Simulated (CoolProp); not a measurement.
CHF3 (R23) along the isobar 2.09 MPa: Z from the reference equation and from simpler models built on Tc = 26.1 °C, pc = 4.832 MPa, ω = 0.263; each cubic takes its own stable root.

Values from CoolProp's reference Helmholtz-energy equation of state, Penoncello 2003.

| T (°C) | phase | reference | Redlich-Kwong | Soave-Redlich-Kwong |
|---|---|---|---|---|
| -32.65 | liquid | 0.05896 | 0.07358 | 0.07004 |
| -25.85 | liquid | 0.05903 | 0.07438 | 0.07061 |
| -19.05 | liquid | 0.05935 | 0.07570 | 0.07165 |
| -12.25 | liquid | 0.06002 | 0.7230 | 0.07333 |
| -5.35 | gas | 0.6979 | 0.7512 | 0.7337 |
| 1.45 | gas | 0.7371 | 0.7744 | 0.7625 |
| 8.25 | gas | 0.7674 | 0.7942 | 0.7865 |
| 15.05 | gas | 0.7919 | 0.8114 | 0.8071 |
| 21.95 | gas | 0.8126 | 0.8267 | 0.8252 |
| 28.75 | gas | 0.8300 | 0.8400 | 0.8408 |

At some of these states Redlich-Kwong gives the other phase, because its saturation line lies elsewhere.
